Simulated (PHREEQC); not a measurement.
Alkaline etch or developer

Consider water at 20 °C with 0.058 mol NH3 and 7.8e-07 mol H4SiO4 per kg of water. Closed to the air; pH follows from the charge balance.

The numbers come from PHREEQC with the ion-association model, phreeqc.dat.

No solid was allowed to form.

What pH does the model give?

pH 11.16.

In which forms is Si present?

H3SiO4- 94 %, H4SiO4 5.1 %, H2SiO4-2 0.7 % of the Si.
